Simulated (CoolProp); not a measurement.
Properties of CH3F (R41) along the isotherm -13.95 °C (Tc = 44.1 °C, pc = 5.906 MPa, ω = 0.200).

The numbers come from the reference Helmholtz-energy equation of state, Lemmon 2006 in CoolProp. It is a short technical equation, of lower accuracy than the large ones.

| p (MPa) | phase | Z | expansivity (1/kK) |
|---|---|---|---|
| 0.0467 | gas | 0.9938 | 3.943 |
| 0.0727 | gas | 0.9903 | 3.991 |
| 0.113 | gas | 0.9849 | 4.068 |
| 0.176 | gas | 0.9763 | 4.194 |
| 0.274 | gas | ? | 4.402 |
| 0.427 | gas | 0.9410 | 4.764 |
| 0.665 | gas | ? | 5.436 |
| 1.04 | gas | 0.8444 | 6.909 |
| 1.61 | liquid | 0.03509 | ? |
| 2.51 | liquid | ? | 4.194 |
| 3.91 | liquid | 0.08420 | 3.997 |
| 6.09 | liquid | 0.1298 | ? |
| 9.48 | liquid | 0.1992 | ? |
| 14.8 | liquid | ? | 3.059 |

What belongs in the gaps?


- 0.274, Z: 0.9628
- 0.665, Z: 0.9055
- 1.61, expansivity (1/kK): 4.337
- 2.51, Z: 0.05444
- 6.09, expansivity (1/kK): 3.740
- 9.48, expansivity (1/kK): 3.424
- 14.8, Z: 0.3051
